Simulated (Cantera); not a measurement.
Feed: 1 mol FeS2, 0.24 mol O2, 13 mol N2, at 452 °C and 1 atm.

Cantera equilibrium calculation (NASA polynomials, part measured and part estimated; ideal gas, pure solids and liquids). Candidate condensed phases: Fe, FeO, FeS, FeSO4, FeS2, Fe2O3, Fe2(SO4)3, Fe3O4, S; 19 gas species. Kinetics and transport are ignored.

Base state: N2 0.986, SO2 0.0136, S2 2.35e-5 (mole fractions); condensed: FeS2(s) + Fe3O4(s).

What changes in the equilibrium state with this change: temperature from 452 °C to 1127 °C?


| species | before | after |
|---|---|---|
| N2 | 0.986 | 0.955 |
| S2 | 2.35e-5 | 0.0275 |
| SO2 | 0.0136 | 0.0173 |
| SO | 2.08e-9 | 0.000229 |
| S2O | 2.76e-6 | 0.000455 |
| FeS2(s), mol | 0.910 | 0 |
| Fe3O4(s), mol | 0.0301 | 0 |
| FeS(s), mol | 0 | 1.00 |
FeS: taken at fixed stoichiometry.
